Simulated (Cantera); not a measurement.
Input: 1 mol Si, 4 mol Cl2, 2.1 mol H2, held at 1077 °C and 0.00150 bar.

Method: chemical equilibrium by Gibbs-energy minimisation in Cantera with the NASA 1993 tables (ideal gas, pure condensed phases). Candidate condensed phases: Si; 19 gas species. The tables' values for SiCl3 are old estimates; treat these amounts as uncertain. Equilibrium is a limit: real reactors are often held back by kinetics, nucleation or transport.

Question: What is the equilibrium state?

Answer: 
```json
{
 "x(HCl)": "0.798",
 "x(SiCl4)": "0.175",
 "x(SiCl3)": "0.0135",
 "x(H2)": "0.00757",
 "x(SiCl2)": "0.00519",
 "x(Cl)": "0.000470",
 "x(SiHCl3)": "9.50e-5",
 "x(H)": "5.35e-6",
 "gas_amount": "5.163 mol",
 "log10 activity of Si(s) (absent)": "-4.66"
}
```
